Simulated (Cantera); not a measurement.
Charge: 1 mol CaO, a varied amount of HBr, 1.4 mol H₂, equilibrated at 9.00 Pa.

Cantera equilibrium calculation (NASA polynomials, part measured and part estimated; ideal gas, pure solids and liquids). Candidate condensed phases: Br₂, Ca, CaBr₂, CaO, Ca(OH)₂, H₂O; 19 gas species. Mutual solubility and eutectic melting of coexisting phases are not modelled. Equilibrium is a limit: real reactors are often held back by kinetics, nucleation or transport.

### Question
What condenses at these points (T in °C, n(HBr) in mol): (1052, 10); (902, 3.5); (752, 21); (1052, 17); (852, 3.5); (702, 17); (1002, 17)?

### Answer
| T (°C) | n(HBr) in mol | condensed phases | Ca condensed (%) |
|---|---|---|---|
| 1052 | 10 | gas only | 0.0 |
| 902 | 3.5 | CaO | 3.4 |
| 752 | 21 | CaBr₂ | 77.8 |
| 1052 | 17 | gas only | 0.0 |
| 852 | 3.5 | CaBr₂ + CaO | 35.1 |
| 702 | 17 | CaBr₂ | 96.7 |
| 1002 | 17 | gas only | 0.0 |
